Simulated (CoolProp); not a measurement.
Model: reference Helmholtz-energy equation of state, Gedanitz 2015, in CoolProp.

Problem. For cyclopentane, give the phase and the density (kg/m³), isothermal compressibility (1/MPa), conductivity (mW/(m K)) at 250.95 °C and 4.12 MPa; 250.95 °C and 4.58 MPa.

Solution. 
- 250.95 °C and 4.12 MPa: gas; density 109, isothermal compressibility 0.488, conductivity 54.4
- 250.95 °C and 4.58 MPa: gas; density 139, isothermal compressibility 0.581, conductivity 58.8

Thermal conductivity comes from a separate model (Vassiliou 2015).
